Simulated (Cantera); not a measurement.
A closed system holds: 1 mol n-butane, 0.86 mol NH₃, 2.5 mol H₂O, held at 402 °C and 13.3 mbar.

Equilibrium computed with Cantera from the NASA thermochemical tables; the gas is ideal and each condensed phase is pure. Candidate condensed phases: C, C₆H₆, C₇H₈, C₈H₁₈, H₂O; 136 gas species. Kinetics and transport are ignored.

Base state: H₂ 0.647, H₂O 0.155, CH₄ 0.0816, CO₂ 0.0509, N₂ 0.0472, CO 0.0177, NH₃ 1.98e-5 (mole fractions); condensed: C(graphite).

Task: What changes in the equilibrium state with this change: temperature from 402 °C to 227 °C?

Result: 
```csv
species,before,after
CH₄,0.0816,0.450
H₂O,0.155,0.346
H₂,0.647,0.116
CO,0.0177,5.05e-5
CO₂,0.0509,0.0206
N₂,0.0472,0.0666
NH₃,1.98e-5,4.33e-5
"C(graphite), mol",2.63,0.964
```
